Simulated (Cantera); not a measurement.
Cantera run:

```python
import numpy as np
import cantera as ct

gas_names = """
    H HO2 H2 H2O H2O2 O OH O2 O3 Ti TiO TiO2
""".split()
cond_names = """
    H2O(s) H2O(L) Ti(a) Ti(b) Ti(L) TiO(a) TiO(b) TiO(L) TiO2(ru) TiO2(L) Ti2O3(a) Ti2O3(b) Ti2O3(L)
    Ti3O5(a) Ti3O5(b) Ti3O5(L) Ti4O7(s) Ti4O7(L)
""".split()


def load(file, names, dense=False):
    # The tables refer to 1 bar. Condensed volumes are neglected.
    table = {s.name: s for s in ct.Species.list_from_file(file)}
    out = []
    for n in names:
        d = dict(table[n].input_data)
        d["thermo"] = dict(d["thermo"], **{"reference-pressure": 1e5})
        if dense:
            d["equation-of-state"] = {"model": "constant-volume", "density": "1e6 g/cm^3"}
        out.append(ct.Species.from_dict(d))
    return out


gas = ct.Solution(thermo="ideal-gas", species=load("nasa_gas.yaml", gas_names))
cond = {s.name: ct.Solution(thermo="fixed-stoichiometry", species=[s], name=s.name)
        for s in load("nasa_condensed.yaml", cond_names, dense=True)}
atoms = {
    'Ti': {'Ti': 1},
    'O2': {'O': 2},
    'H2': {'H': 2},
}
top_T = {}  # K; cautious upper limits of use, not melting points


def equilibrate(T, P, feed):
    n = {}
    for name, mol in feed.items():
        for a, k in atoms[name].items():
            n[a] = n.get(a, 0.0) + k * mol
    gas.TPX = T, P, n
    mass = sum(n.values()) * gas.mean_molecular_weight
    gas.equilibrate("TP")
    valid = [c for c in cond.values() if c.min_temp <= T <= top_T.get(c.name, c.max_temp)]
    mix = ct.Mixture([(gas, mass / gas.mean_molecular_weight)] + [(c, 0.0) for c in valid])
    mix.T, mix.P = T, P
    mix.equilibrate("TP", solver="vcs", rtol=1e-11, max_steps=5000)
    return mix


results = []
feed = {'Ti': 1, 'O2': 15, 'H2': 3.3}  # mol
P = 970  # Pa
for T in [1473, 1548, 1623, 1698, 1773, 1848, 1923]:
    mix = equilibrate(T, P, feed)
    results.append((T, P, feed, dict(zip(mix.species_names, mix.species_moles))))

top = {s: max(r[3][s] / sum(r[3][g] for g in gas_names) for r in results) for s in gas_names}
cols = sorted((s for s in top if top[s] > 0.001), key=lambda s: -top[s])[:7]
seen = [c for c in cond_names if any(r[3].get(c, 0) > 1e-12 for r in results)]
print("log10 of partial pressures in bar; condensed amounts in mol")
print(f"{'T/K':>10s}" + "".join(f"{s[:9]:>10s}" for s in cols + seen))
for T, P, feed, n in results:
    ng = sum(n[g] for g in gas_names)
    print(f"{T:10.4g}" + "".join(f"{np.log10(max(n[s] / ng * P / 1e5, 1e-99)):10.3f}" for s in cols)
          + "".join(f"{n.get(c, 0):10.4g}" for c in seen))
```

Output:

```
log10 of partial pressures in bar; condensed amounts in mol
       T/K        O2       H2O        OH         O  TiO2(ru)
      1473    -2.116    -2.690    -5.415    -6.612         1
      1548    -2.116    -2.690    -5.135    -6.176         1
      1623    -2.116    -2.691    -4.882    -5.779         1
      1698    -2.117    -2.692    -4.651    -5.417         1
      1773    -2.117    -2.694    -4.440    -5.086         1
      1848    -2.118    -2.697    -4.247    -4.782         1
      1923    -2.120    -2.701    -4.070    -4.501    0.9999
```

Equilibrium computed with Cantera from the NASA thermochemical tables; the gas is ideal and each condensed phase is pure.
